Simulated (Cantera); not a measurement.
An isothermal, constant-pressure homogeneous reactor starts with CH4 : N2 = 1 : 11 (molar parts), at 1650 K and 11.0 Pa. Integrator tolerance rtol = 1e-08.

Cantera simulation using GRI-Mech 3.0 (53 species, 325 reactions); the numbers are that mechanism's predictions, not measurements. GRI-Mech 3.0 stops at C3 and has no aromatics, soot or wall deposition, so with more carbon than oxygen in the feed, carbon stays in small species such as C2H2 where larger ones or solid carbon would form. Radical loss at walls, strong at low pressure, is not modelled.

Q: What does this change do: pressure from 11.0 Pa to 1400 Pa?

A: 
| quantity | before | after |
|---|---|---|
| x(CH4) at 2.00 s | 0.0831 (gas-phase equilibrium 8.81e-8) | 0.00720 (gas-phase equilibrium 1.14e-5) |
| x(H) at 2.00 s | 3.77e-7 (gas-phase equilibrium 0.00294) | 0.000147 (gas-phase equilibrium 0.000262) |
| x(C2H) at 2.00 s | 5.04e-12 (gas-phase equilibrium 1.29e-6) | 2.14e-7 (gas-phase equilibrium 1.14e-7) |
| x(C2H6) at 2.00 s | 1.63e-8 (gas-phase equilibrium <1e-12) | 7.61e-7 (gas-phase equilibrium 6.58e-12) |
| x(CH2) at 2.00 s | 2.54e-8 (gas-phase equilibrium 1.17e-9) | 2.61e-7 (gas-phase equilibrium 1.18e-9) |
| x(HCN) at 2.00 s | 3.82e-12 (gas-phase equilibrium 0.0539) | 2.01e-6 (gas-phase equilibrium 0.0540) |
| x(C2H2) at 2.00 s | 7.85e-7 (gas-phase equilibrium 0.0114) | 0.0350 (gas-phase equilibrium 0.0115) |
